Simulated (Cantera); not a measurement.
Input (Python, Cantera):

```python
import numpy as np
import cantera as ct

gas = ct.Solution("gri30.yaml")
gas.TPX = 1973, 16000, {'C2H6': 1, 'H2': 6.1, 'H2O': 0.02}
inlet = ct.Reservoir(gas, clone=True)

reactor = ct.IdealGasConstPressureReactor(gas, energy="off", clone=False)
exhaust = ct.Reservoir(gas, clone=True)
tau = [23, 7.6, 2.5, 0.82, 0.27, 0.088, 0.029, 0.0095, 0.0031, 0.001][0]
for a, b in ((inlet, reactor), (reactor, exhaust)):
    ct.MassFlowController(a, b, mdot=lambda t: reactor.mass / tau)
net = ct.ReactorNet([reactor])
show = ['C2H6', 'H2', 'CH2', 'C2H2', 'CH4']

rows = []
print(f"{'tau/s':>10s}{'T/K':>9s}" + "".join(f"{s:>11s}" for s in show))
for tau in [23, 7.6, 2.5, 0.82, 0.27, 0.088, 0.029, 0.0095, 0.0031, 0.001]:
    net.initial_time = 0.0
    net.advance(30 * tau)
    before = gas.X
    net.advance(40 * tau)
    drift = np.max(np.abs(gas.X - before) / (gas.X + 1e-9))
    rows.append([gas.T, *gas[show].X, drift])
    print(f"{tau:10.3e}{gas.T:9.1f}" + "".join(f"{x:11.3e}" for x in gas[show].X))
```

Result:

```
     tau/s      T/K       C2H6         H2        CH2       C2H2        CH4
 2.300e+01   1973.0  5.000e-08  8.857e-01  3.942e-07  1.075e-01  1.211e-03
 7.600e+00   1973.0  1.319e-07  8.853e-01  5.762e-07  1.073e-01  1.784e-03
 2.500e+00   1973.0  3.811e-07  8.845e-01  9.234e-07  1.068e-01  2.891e-03
 8.200e-01   1973.0  1.140e-06  8.832e-01  1.535e-06  1.061e-01  4.881e-03
 2.700e-01   1973.0  3.422e-06  8.807e-01  2.555e-06  1.048e-01  8.294e-03
 8.800e-02   1973.0  1.035e-05  8.766e-01  4.219e-06  1.026e-01  1.401e-02
 2.900e-02   1973.0  3.065e-05  8.703e-01  6.800e-06  9.899e-02  2.294e-02
 9.500e-03   1973.0  8.956e-05  8.611e-01  1.077e-05  9.319e-02  3.609e-02
 3.100e-03   1973.0  2.559e-04  8.487e-01  1.679e-05  8.473e-02  5.358e-02
 1.000e-03   1973.0  7.179e-04  8.334e-01  2.576e-05  7.330e-02  7.439e-02
```

Model: GRI-Mech 3.0 (53 species, 325 reactions), integrated in Cantera. GRI-Mech 3.0 stops at C3 and has no aromatics, soot or wall deposition, so with more carbon than oxygen in the feed, carbon stays in small species such as C2H2 where larger ones or solid carbon would form.
